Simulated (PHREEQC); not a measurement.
A solution holds 0.007 mol/kgw NH4HF2, 0.063 mol/kgw H2SiF6, 0.11 mol/kgw H3PO4 and 0.15 mol/kgw HCl, at 25 °C. Closed to the air; pH follows from the charge balance.

The numbers come from PHREEQC with the ion-association model, phreeqc.dat.

Precipitation was switched off in this run.

Task: Estimate the pH, density.

Result: pH 0.67; density 1.012 g/cm³.

Task: In which forms is P present?

Result: H3PO4 95 %, H2PO4- 4.6 % of the P.

The solution is supersaturated, for example in Quartz (slow to form), so a real one may precipitate; this is no full list. SiF6-2 is the database's only silicon fluoride.
